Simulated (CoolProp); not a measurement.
The fluid at 293.15 K and 0.67 MPa flows at 3.6 m/s in a round tube of 10 mm bore and 15 µm roughness, fully developed (64/Re and Nu = 3.66 if laminar; Colebrook and Gnielinski if turbulent). The same conditions are run with several fluids, on thermodynamics alone (safety and materials aside).

Computed with CoolProp (reference Helmholtz-energy equation of state of each fluid (CF4 (R14): Platzer 1990; R13: Platzer 1990; CH2F2 (R32): Tillner-Roth 1997; carbon dioxide: Span 1996; R125: Lemmon 2005)). The equations of Platzer and Polt are older, rougher fits.

```json
[
 {"fluid": "CF4 (R14)", "Reynolds number": "…", "Darcy friction factor": "0.0252", "pressure drop (Pa/m)": "406", "heat-transfer coefficient (W/(m² K))": "…", "mass flow (kg/h)": "25.3"},
 {"fluid": "R13", "Reynolds number": "…", "Darcy friction factor": "…", "pressure drop (Pa/m)": "…", "heat-transfer coefficient (W/(m² K))": "251", "mass flow (kg/h)": "…"},
 {"fluid": "CH2F2 (R32)", "Reynolds number": "43000", "Darcy friction factor": "0.0258", "pressure drop (Pa/m)": "263", "heat-transfer coefficient (W/(m² K))": "185", "mass flow (kg/h)": "16.0"},
 {"fluid": "carbon dioxide", "Reynolds number": "30700", "Darcy friction factor": "…", "pressure drop (Pa/m)": "219", "heat-transfer coefficient (W/(m² K))": "147", "mass flow (kg/h)": "12.8"},
 {"fluid": "R125", "Reynolds number": "105000", "Darcy friction factor": "0.0237", "pressure drop (Pa/m)": "573", "heat-transfer coefficient (W/(m² K))": "378", "mass flow (kg/h)": "38.0"}
]
```

Task: What belongs in the gaps?

Result: 
- CF4 (R14), Reynolds number: 51700
- CF4 (R14), heat-transfer coefficient (W/(m² K)): 220
- R13, Reynolds number: 77900
- R13, Darcy friction factor: 0.0242
- R13, pressure drop (Pa/m): 483
- R13, mass flow (kg/h): 31.3
- carbon dioxide, Darcy friction factor: 0.0270

Transport values come from each fluid's own correlations; those of CF4 (R14), R13, CH2F2 (R32) are estimates that may be off by 10 % or more.
